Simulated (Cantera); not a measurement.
Feed: 1 mol Si, 4 mol HCl, 1.3 mol H₂, held at 750 K and 0.133 bar.

Method: chemical equilibrium by Gibbs-energy minimisation in Cantera with the NASA 1993 tables (ideal gas, pure condensed phases). Candidate condensed phases: Si; 19 gas species. Rates play no part.

Base state: H₂ 0.759, SiCl₄ 0.224, HCl 0.00879, SiHCl₃ 0.00874, SiH₂Cl₂ 2.50e-5 (mole fractions); condensed: gas only.

Task: What changes in the equilibrium state with this change: HCl from 4 to 3.8 mol?

Result: 
| species | before | after |
|---|---|---|
| H₂ | 0.759 | 0.755 |
| SiCl₄ | 0.224 | 0.195 |
| SiHCl₃ | 0.00874 | 0.0483 |
| HCl | 0.00879 | 0.00138 |
| SiH₂Cl₂ | 2.50e-5 | 0.000881 |
| SiCl₃ | 6.48e-6 | 3.60e-5 |
The tables' values for SiCl₃ are old estimates; treat these amounts as uncertain.

Task: What changes in the equilibrium state with this change: HCl from 4 to 0.75 mol?

Result: 
```csv
species,before,after
H₂,0.759,0.890
SiCl₄,0.224,0.0779
SiHCl₃,0.00874,0.0305
SiH₂Cl₂,2.50e-5,0.000874
HCl,0.00879,0.00103
"Si(s), mol",0,0.798
```
The tables' values for SiCl₃ are old estimates; treat these amounts as uncertain.
